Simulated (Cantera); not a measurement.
**Equilibrium for aluminium and copper etching: Al + Cl2 + H2**

Input: 1 mol Al, 0.81 mol Cl2, 0.32 mol H2.

Cantera equilibrium calculation (NASA polynomials, part measured and part estimated; ideal gas, pure solids and liquids). Candidate condensed phases: Al, AlCl3; 12 gas species. The tables' values for AlCl2 are old estimates. The numbers say what is thermodynamically allowed, not how fast it happens.

Problem. Map the stable condensed phases over T = 423, 523, 623, 723, 823, 923, 1023, 1123, 1223, 1323, 1423, 1523 K and P in Pa = 1, 6.8, 46, 320, 2200, 15000, 100000.

Solution. 
```
T in K \ P in Pa
              1    6.8     46    320   2200  15000 100000
   1523       A      A      A      A      A      A      A
   1423       A      A      A      A      A      A      B
   1323       A      A      A      A      A      B      B
   1223       A      A      A      A      A      B      B
   1123       A      A      A      A      B      B      B
   1023       A      A      A      B      B      B      B
    923       A      A      B      B      B      B      B
    823       B      B      B      B      B      B      B
    723       B      B      B      B      B      B      B
    623       B      B      B      B      B      B      B
    523       B      B      B      B      B      B      B
    423       B      B      B      B      B      B      C
```
A: gas only; B: Al; C: Al + AlCl3.
